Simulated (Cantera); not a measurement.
**Premixed flame**

A freely propagating, adiabatic, planar premixed flame of C3H8 : O2 : N2 = 1 : 6.49 : 22.1 (molar parts), equivalence ratio 0.77, unburnt at 375 K and 0.100 bar; multicomponent transport, grid criteria slope 0.08 and curve 0.16, no radiation.

Model: GRI-Mech 3.0 (53 species, 325 reactions), integrated in Cantera. GRI-Mech 3.0 was tuned for natural gas; its chemistry of propane as a main component is partial and can be far from experiment. Burning velocities carry a grid error of a few per cent, more on coarse grids.

```json
[
 {"z (mm)": "-7.65", "T (K)": "375", "u (m/s)": "0.924", "x C3H8": "0.0338", "x O2": "0.219", "x CH2CO": "<1e-8", "x C2H2": "<1e-8", "x H2": "0.000337", "x NO2": "<1e-8"},
 {"z (mm)": "-5.10", "T (K)": "375", "u (m/s)": "0.925", "x C3H8": "0.0338", "x O2": "0.219", "x CH2CO": "<1e-8", "x C2H2": "2.54e-8", "x H2": "0.00130", "x NO2": "<1e-8"},
 {"z (mm)": "-3.83", "T (K)": "378", "u (m/s)": "0.933", "x C3H8": "0.0337", "x O2": "0.218", "x CH2CO": "6.09e-8", "x C2H2": "2.85e-7", "x H2": "0.00283", "x NO2": "<1e-8"},
 {"z (mm)": "-2.55", "T (K)": "401", "u (m/s)": "0.995", "x C3H8": "0.0335", "x O2": "0.216", "x CH2CO": "1.28e-6", "x C2H2": "4.06e-6", "x H2": "0.00632", "x NO2": "<1e-8"},
 {"z (mm)": "-1.28", "T (K)": "688", "u (m/s)": "1.74", "x C3H8": "0.0280", "x O2": "0.191", "x CH2CO": "8.20e-5", "x C2H2": "0.000100", "x H2": "0.0136", "x NO2": "<1e-8"},
 {"z (mm)": "-0.638", "T (K)": "1076", "u (m/s)": "2.80", "x C3H8": "0.0126", "x O2": "0.152", "x CH2CO": "0.000477", "x C2H2": "0.000344", "x H2": "0.0173", "x NO2": "<1e-8"},
 {"z (mm)": "0", "T (K)": "1464", "u (m/s)": "3.89", "x C3H8": "0.000835", "x O2": "0.108", "x CH2CO": "0.000925", "x C2H2": "0.000611", "x H2": "0.0173", "x NO2": "<1e-8"},
 {"z (mm)": "0.638", "T (K)": "1624", "u (m/s)": "4.34", "x C3H8": "3.44e-6", "x O2": "0.0816", "x CH2CO": "0.000286", "x C2H2": "0.000144", "x H2": "0.0126", "x NO2": "<1e-8"},
 {"z (mm)": "1.28", "T (K)": "1658", "u (m/s)": "4.42", "x C3H8": "<1e-8", "x O2": "0.0706", "x CH2CO": "2.55e-5", "x C2H2": "6.84e-6", "x H2": "0.00949", "x NO2": "<1e-8"},
 {"z (mm)": "2.55", "T (K)": "1686", "u (m/s)": "4.48", "x C3H8": "<1e-8", "x O2": "0.0630", "x CH2CO": "1.02e-7", "x C2H2": "<1e-8", "x H2": "0.00848", "x NO2": "<1e-8"},
 {"z (mm)": "5.10", "T (K)": "1722", "u (m/s)": "4.55", "x C3H8": "<1e-8", "x O2": "0.0588", "x CH2CO": "<1e-8", "x C2H2": "<1e-8", "x H2": "0.00887", "x NO2": "<1e-8"},
 {"z (mm)": "10.2", "T (K)": "1766", "u (m/s)": "4.64", "x C3H8": "<1e-8", "x O2": "0.0570", "x CH2CO": "<1e-8", "x C2H2": "<1e-8", "x H2": "0.00856", "x NO2": "<1e-8"},
 {"z (mm)": "20.4", "T (K)": "1828", "u (m/s)": "4.79", "x C3H8": "<1e-8", "x O2": "0.0557", "x CH2CO": "<1e-8", "x C2H2": "<1e-8", "x H2": "0.00757", "x NO2": "<1e-8"}
]
```
x: mole fraction of selected species; z is measured from the peak of heat release.

- laminar burning velocity = 92.3 cm/s
- thermal thickness = 2.55 mm
- peak x(CH2CO) = 0.000942
- peak x(C2H2) = 0.000620
- peak x(H2) = 0.0181
- grid points = 152
